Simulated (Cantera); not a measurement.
# Ignition delay

Mixture: CH4 : O2 : N2 = 1 : 1.54 : 5.78 (molar parts), at 1.01 bar, adiabatic and at constant pressure. Ignition delay is the time to a rise of 400 K.

Model: GRI-Mech 3.0 (53 species, 325 reactions), integrated in Cantera.

| T0 (K) | delay (ms) |
|---|---|
| 1300 | 13.4 |
| 1400 | 3.89 |
| 1500 | 1.29 |
| 1600 | 0.498 |
| 1700 | 0.222 |
| 1800 | 0.112 |
| 1900 | 0.0626 |
| 2000 | 0.0376 |

The apparent activation energy between 1800 and 2000 K is 160 kJ/mol.
